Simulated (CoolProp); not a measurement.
Model: reference Helmholtz-energy equation of state, Thol 2019, in CoolProp.

**Question.** For decamethylcyclopentasiloxane (D5), give the phase and the density (kg/m³), isothermal compressibility (1/MPa) at 143.15 °C and 0.101 MPa; 156.85 °C and 0.101 MPa; 211.75 °C and 0.101 MPa.

**Answer.** 
- 143.15 °C and 0.101 MPa: liquid; density 826, isothermal compressibility 0.00403
- 156.85 °C and 0.101 MPa: liquid; density 810, isothermal compressibility 0.00465
- 211.75 °C and 0.101 MPa: gas; density 10.2, isothermal compressibility 11.0
